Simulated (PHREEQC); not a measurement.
Copper plating or etch bath: speciation

Dissolve 0.022 mol/kgw Cu(NO3)2, 0.00037 mol/kgw HBF4 and 0.16 mol/kgw KCl at 15 °C. Closed to the air; pH follows from the charge balance.

Model: ion-association model, wateq4f.dat, run in PHREEQC.

Precipitation was switched off in this run.

**Question.** Estimate the pH.

**Answer.** pH 3.13.

**Question.** In which forms is Cu present?

**Answer.** Cu+2 92 %, CuCl+ 7.5 % of the Cu.

Real BF4- forms and hydrolyses slowly; the run takes it at equilibrium.
